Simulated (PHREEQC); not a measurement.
Solution (25 °C): 0.083 mol CaCl2, 0.05 mol BaCl2 and 9.4e-05 mol KBr per kg of water. Closed to the air; pH follows from the charge balance.

The numbers come from PHREEQC with the ion-association model, phreeqc.dat.

No solid was allowed to form.

Predict the activity of water.

activity of water 0.993.
